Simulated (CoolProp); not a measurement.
Vapour-liquid equilibrium of R114 (1) + n-pentane (2) at 2.23 bar; x and y are mole fractions of (1).

Computed with CoolProp (multi-fluid Helmholtz-energy mixture model, Platzer 1990 and Thol 2019; pair parameters Bell 2016). This equation is an older, rougher fit; its heat capacities, sound speeds and derivatives of the liquid may be far off and weren't checked against measurements.

| x | bubble temperature, mixture model (K) | bubble temperature, Raoult's law (K) | y, mixture model | y, Raoult's law |
|---|---|---|---|---|
| 0.05 | 329.6 | 331.6 | 0.166 | 0.125 |
| 0.15 | 321.9 | 326.5 | 0.393 | 0.328 |
| 0.25 | 316.4 | 321.9 | 0.537 | 0.485 |
| 0.35 | 312.4 | 317.9 | 0.635 | 0.607 |
| 0.45 | 309.2 | 314.2 | 0.708 | 0.704 |
| 0.55 | 306.8 | 311.0 | 0.767 | 0.783 |
| 0.65 | 304.7 | 308.0 | 0.818 | 0.848 |
| 0.75 | 303.0 | 305.3 | 0.866 | 0.901 |
| 0.85 | 301.4 | 302.8 | 0.915 | 0.946 |
| 0.95 | 300.0 | 300.5 | 0.969 | 0.983 |

The largest gap from Raoult's law is -5.5 K in bubble temperature, at x = 0.35. No azeotrope shows between x = 0.05 and 0.95.

The pair parameters rest on a limited set of measurements; away from them the model extrapolates.
